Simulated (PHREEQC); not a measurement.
A solution holds 1.2 mmol/kgw MgCl2, 130 mmol/kgw Na2SO4 and 0.014 mmol/kgw H4SiO4, at 20 °C. Closed to the air; pH follows from the charge balance.

The numbers come from PHREEQC with the Pitzer model, pitzer.dat.

This is a speciation only: nothing precipitates in the calculation.

**Question.** Predict the pH, osmotic coefficient.

**Answer.** pH 7.26; osmotic coefficient 0.772.

Complexes and solids missing from the database can't appear.
